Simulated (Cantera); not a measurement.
A closed system holds: 1 mol CaO, 1.4 mol O2, 2.9 mol H2O, equilibrated at 1098.15 K and 1950 Torr.

These are equilibrium values from Cantera (NASA tables, ideal gas, pure condensed phases), not measurements of a reactor. Candidate condensed phases: Ca, CaO, Ca(OH)2, H2O; 14 gas species. The numbers say what is thermodynamically allowed, not how fast it happens.

Base state: H2O 0.674, O2 0.326 (mole fractions); condensed: CaO(s).

### Question
What changes in the equilibrium state with this change: CaO replaced by MgCO3?

### Answer
```json
[
 {"species": "H2O", "before": "0.674", "after": "0.547"},
 {"species": "O2", "before": "0.326", "after": "0.264"},
 {"species": "CO2", "before": "0", "after": "0.189"},
 {"species": "CaO(s), mol", "before": "1.00", "after": "0"},
 {"species": "MgO(s), mol", "before": "0", "after": "1.00"}
]
```
Further candidate phases: C, C6H6, C7H8, C8H18, Mg, MgCO3, MgO, Mg(OH)2.
